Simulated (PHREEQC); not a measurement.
Make-up at 25 °C: 130 mmol/kgw HF, 1.4 mmol/kgw H2SiF6, 1.1 mmol/kgw H3PO4 and 54 mmol/kgw HCl. Closed to the air; pH follows from the charge balance.

Computed with PHREEQC (ion-association model, phreeqc.dat).

Question: The ionic strength comes out as 0.0615 mol/kgw. What activity coefficients do Cl-, HF2-, SiF6-2, H+, H2PO4- get?

Answer: Cl- 0.80, HF2- 0.81, SiF6-2 0.44, H+ 0.85, H2PO4- 0.82.

Precipitation was switched off in this run. SiF6-2 is the database's only silicon fluoride.
